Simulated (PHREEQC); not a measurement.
PHREEQC input (Pitzer model, pitzer.dat):

```
SOLUTION 1
  temp 25
  units mol/kgw
  pH 7 charge
  S(6) 0.073
  Na 1.146
  Cl 1
END
SELECTED_OUTPUT 1
  -reset false
  -pH true
  -pe true
  -ionic_strength true
  -water true
  -totals C Cl Na S
  -molalities H+ Na+ Cl- CO3-2 SO4-2 OH- HCO3- CO2 HSO4-
  -saturation_indices Burkeite Halite Mirabilite Nahcolite Natron Thenardite Trona
USER_PUNCH 1
  -headings p_CO2(g) phi_CO2(g) p_H2O(g) phi_H2O(g) density
  10 PUNCH PR_P("CO2(g)"), PR_PHI("CO2(g)"), PR_P("H2O(g)"), PR_PHI("H2O(g)"), RHO
PRINT
  -reset false
USE solution 1
REACTION_TEMPERATURE 1
  60
GAS_PHASE 1
  -fixed_pressure
  -pressure 2
  -temperature 60
  -volume 20
  CO2(g) 2
  H2O(g) 0
END
# ... the last block is repeated for the other 12 points of P (atm)
```

Selected output (columns that matter, 9 of 13 rows; P (atm) added in front):

```
P (atm)	pH	mu	C	Cl	Na	S	si_Burkeite	si_Halite	si_Mirabilite	si_Nahcolite	si_Natron	si_Thenardite	si_Trona	p_CO2(g)
2	4.0126	1.2223	0.024624	1.0028	1.1492	0.073203	-14.541	-1.9482	-2.6174	-3.3297	-9.4971	-2.1003	-12.883	1.8085
10	3.6548	1.2223	0.12817	1.0028	1.1492	0.073206	-14.494	-1.9418	-2.6082	-2.9636	-9.463	-2.084	-12.502	9.7965
20	3.5138	1.2226	0.24773	1.0032	1.1496	0.073231	-14.438	-1.9341	-2.5965	-2.8125	-9.4202	-2.0644	-12.333	19.78
30	3.4366	1.2231	0.35656	1.0036	1.1501	0.073263	-14.386	-1.9271	-2.5855	-2.7261	-9.378	-2.0465	-12.231	29.761
50	3.3479	1.2245	0.54277	1.0048	1.1515	0.073351	-14.299	-1.9149	-2.5662	-2.6221	-9.2957	-2.0163	-12.099	49.713
100	3.2526	1.2345	0.83543	1.0131	1.1611	0.073959	-14.164	-1.8918	-2.5314	-2.5054	-9.1015	-1.9691	-11.936	99.473
150	3.2146	1.2611	0.94678	1.035	1.1861	0.075552	-14.097	-1.8697	-2.5064	-2.4612	-8.9158	-1.9447	-11.864	148.92
200	3.1888	1.2791	1.0078	1.0498	1.2031	0.076636	-14.076	-1.8569	-2.4927	-2.4368	-8.7392	-1.9367	-11.825	198.35
400	3.1096	1.3124	1.1596	1.0771	1.2344	0.07863	-14.12	-1.8377	-2.475	-2.3806	-8.0608	-1.9498	-11.746	396.21
```

In brines, pH and single-ion activities rest on the MacInnes convention. At this temperature some constants are extrapolated from 25 °C, and those without enthalpy data are left unchanged.
